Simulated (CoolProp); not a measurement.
Dodecamethylpentasiloxane (MD3M) along the isobar 101 kPa: fugacity coefficient from the reference equation and from simpler models built on Tc = 354.9 °C, pc = 954.0 kPa, ω = 0.730; each cubic takes its own stable root.

Values from CoolProp's reference Helmholtz-energy equation of state, Thol 2019.

```tsv
T (°C)	phase	reference	van der Waals	Redlich-Kwong	Soave-Redlich-Kwong	Peng-Robinson
52.15	liquid	0.0006191	0.3234	0.03482	0.0007047	0.0008847
70.95	liquid	0.002238	0.4548	0.07007	0.002431	0.002911
89.65	liquid	0.006755	0.6153	0.1280	0.007109	0.008186
108.35	liquid	0.01764	0.8066	0.2164	0.01819	0.02028
127.05	liquid	0.04077	0.9107	0.3429	0.04155	0.04510
145.85	liquid	0.08527	0.9195	0.5152	0.08642	0.09174
164.55	liquid	0.1626	0.9271	0.7368	0.1646	0.1715
183.25	liquid	0.2872	0.9337	0.9126	0.2912	0.2991
202.05	liquid	0.4761	0.9396	0.9217	0.4845	0.4917
220.75	liquid	0.7428	0.9447	0.9296	0.7594	0.7632
239.45	gas	0.9105	0.9493	0.9365	0.9221	0.9180
258.15	gas	0.9230	0.9533	0.9425	0.9315	0.9274
276.95	gas	0.9333	0.9570	0.9478	0.9397	0.9356
295.65	gas	0.9419	0.9603	0.9525	0.9468	0.9427
314.35	gas	0.9492	0.9632	0.9566	0.9531	0.9490
333.05	gas	0.9554	0.9659	0.9603	0.9586	0.9546
```

At some of these states van der Waals, Redlich-Kwong gives the other phase, because its saturation line lies elsewhere.
